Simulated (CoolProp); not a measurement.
Vapour-liquid equilibrium of CH2F2 (R32) (1) + R123 (2) at 18.35 °C; x and y are mole fractions of (1).

Model: multi-fluid Helmholtz-energy mixture model, Tillner-Roth 1997 and Younglove 1994; pair parameters Bell 2016, in CoolProp.

```tsv
x	bubble pressure, mixture model (MPa)	bubble pressure, Raoult's law (MPa)	y, mixture model	y, Raoult's law
0.05	…	0.1378	0.542	0.511
0.125	0.2738	0.2381	…	0.739
0.2	…	0.3384	0.833	0.832
0.275	0.4996	0.4387	0.875	0.883
0.35	0.6017	0.5390	0.901	0.914
0.425	0.6968	0.6393	0.919	0.936
0.5	0.7861	0.7396	0.933	0.952
0.575	0.8717	0.8399	0.944	0.964
0.65	0.9558	0.9402	0.954	0.974
0.725	1.041	1.041	0.964	0.981
0.8	1.130	1.141	0.973	0.988
0.875	1.226	1.241	…	0.993
0.95	1.331	1.341	0.993	0.997
```

Q: Complete the blanks.

A: 
- 0.05, bubble pressure, mixture model (MPa): 0.1527
- 0.125, y, mixture model: 0.753
- 0.2, bubble pressure, mixture model (MPa): 0.3901
- 0.875, y, mixture model: 0.982

The largest gap from Raoult's law is +15.3 % in bubble pressure, at x = 0.2. No azeotrope shows between x = 0.05 and 0.95.

Pair parameters are fitted to limited data, so mixtures are less certain than the pure fluids. The gap from Raoult's law changes sign with composition, which may be real or a fault of the pair parameters; it wasn't checked against measurements.
